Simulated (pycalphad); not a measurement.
Source of the numbers: pycalphad with the COST 507 light-alloy database (1999); pressure 1 atm. These are 1990s assessments: newer ones move some temperatures and phases.

**Question.** How does the equilibrium phase assembly of Si-16.58Al (at.%) change on cooling from 2077 °C to 277 °C?

**Answer.** 
| T (°C) | phases above | phases below |
|---|---|---|
| 1329.1 | liquid | diamond (Si) + liquid |
| 577.0 | diamond (Si) + liquid | diamond (Si) + fcc |
Changes were sought between steps of 75 K, so a narrower field can be missed.
